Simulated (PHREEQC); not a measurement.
1 kg of water holding 0.17 mol Na2SO4 meets 20 L of dry gas (N2 0.25, O2 0.75 by moles) at fixed total pressure, at 5 atm; fugacities by Peng-Robinson. The gases take part in no redox reaction, some water evaporates into the gas, and hydrates or a liquid gas phase aren't modelled. Nothing may precipitate in this run.

The numbers come from PHREEQC with the ion-association model, phreeqc.dat.

| T (°C) | dissolved N2 (mol/kgw) | φ of N2 | p of N2 (atm) | dissolved O2 (mol/kgw) |
|---|---|---|---|---|
| 10 | 0.000955 | 0.997 | 1.25 | 0.00575 |
| 20 | 0.000804 | 0.998 | 1.24 | 0.00468 |
| 30 | [?] | 0.998 | 1.24 | 0.00396 |
| 40 | [?] | 0.999 | 1.23 | 0.00344 |
| 50 | [?] | 0.999 | 1.22 | 0.00307 |
| 60 | 0.000526 | 1.000 | [?] | 0.00280 |
| 70 | [?] | 1.001 | [?] | 0.00258 |
| 80 | 0.000467 | 1.001 | [?] | 0.00240 |
| 90 | 0.000442 | 1.002 | 1.08 | 0.00224 |

Problem. Fill in the missing entries.

Solution. 
- 30, dissolved N2 (mol/kgw): 0.000698
- 40, dissolved N2 (mol/kgw): 0.000623
- 50, dissolved N2 (mol/kgw): 0.000567
- 60, p of N2 (atm): 1.20
- 70, dissolved N2 (mol/kgw): 0.000494
- 70, p of N2 (atm): 1.17
- 80, p of N2 (atm): 1.13

At this temperature some constants are extrapolated from 25 °C, and those without enthalpy data are left unchanged.
